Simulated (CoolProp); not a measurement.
The numbers come from the reference Helmholtz-energy equation of state, Outcalt 1996 in CoolProp. It is a modified Benedict-Webb-Rubin equation, recast in Helmholtz form.

Question: Give the vapour pressure (bar), liquid cp (kJ/(kg K)), surface tension (mN/m), liquid viscosity (µPa s) of saturated R152A at 292.6, 315.5, 353.7 K.

Answer: 
| T (K) | p (bar) | liquid cp (kJ/(kg K)) | surface tension (mN/m) | liquid viscosity (µPa s) |
|---|---|---|---|---|
| 292.6 | 5.04 | 1.77 | 10.5 | 172 |
| 315.5 | 9.68 | 1.90 | 7.45 | 132 |
| 353.7 | 23.7 | 2.38 | 2.92 | 82.6 |

Viscosity comes from a separate model (Bell 2016), an estimate that may be off by 10 % or more. Surface tension comes from a separate correlation (Mulero 2012).
